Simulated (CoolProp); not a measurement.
Vapour-liquid equilibrium of ethane (1) + hydrogen chloride (2) at 198.4 K; x and y are mole fractions of (1).

The numbers come from the multi-fluid Helmholtz-energy mixture model, Bücker 2006 and Thol 2018; pair parameters Bell 2016 in CoolProp.

```tsv
x	bubble pressure (MPa)	y at the bubble point	dew pressure at overall composition x (MPa)	liquid density (mol/L)
0.05	0.2108	0.200	0.1831	30.56
0.15	0.2493	?	0.2009	28.32
0.25	0.2655	0.435	0.2216	26.36
0.35	0.2725	0.474	0.2452	24.64
0.45	0.2755	0.502	0.2685	23.13
0.55	0.2760	0.531	0.2752	21.80
0.65	?	0.568	0.2622	20.63
0.75	0.2666	0.623	?	19.60
0.85	0.2514	0.710	0.2262	18.69
0.95	0.2232	?	0.2096	17.87
```

### Question
Fill in the missing entries.

### Answer

- 0.15, y at the bubble point: 0.366
- 0.65, bubble pressure (MPa): 0.2737
- 0.75, dew pressure at overall composition x (MPa): 0.2442
- 0.95, y at the bubble point: 0.868

y crosses x between x = 0.45 and 0.55: the model has an azeotrope there.

The pair parameters rest on a limited set of measurements; away from them the model extrapolates.
